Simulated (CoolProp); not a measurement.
A simple Rankine cycle with water: condensing at 317.15 K, boiler at 10 MPa, turbine inlet 734.3 K, turbine efficiency 0.8, pump efficiency 0.7, no recuperator. Each further row changes one setting.

Computed with CoolProp (reference Helmholtz-energy equation of state, Wagner 2002).

```csv
case,thermal efficiency (%),net work (kJ/kg),heat in (kJ/kg),turbine exit temperature (K),volume ratio over the turbine
as stated,31.7,975,3070,317.2,460
turbine inlet 754.3 K,32.0,1000,…,317.2,449
condensing temperature 309.15 K,32.6,1010,3110,309.2,…
boiler pressure 7 MPa,30.8,961,…,317.2,320
turbine efficiency 0.7,…,851,3070,317.2,487
```

**Question.** What belongs in the gaps?

**Answer.** 
- turbine inlet 754.3 K, heat in (kJ/kg): 3130
- condensing temperature 309.15 K, volume ratio over the turbine: 681
- boiler pressure 7 MPa, heat in (kJ/kg): 3120
- turbine efficiency 0.7, thermal efficiency (%): 27.7

The expansion ends wet for: as stated; turbine inlet 754.3 K; condensing temperature 309.15 K; boiler pressure 7 MPa; turbine efficiency 0.7.
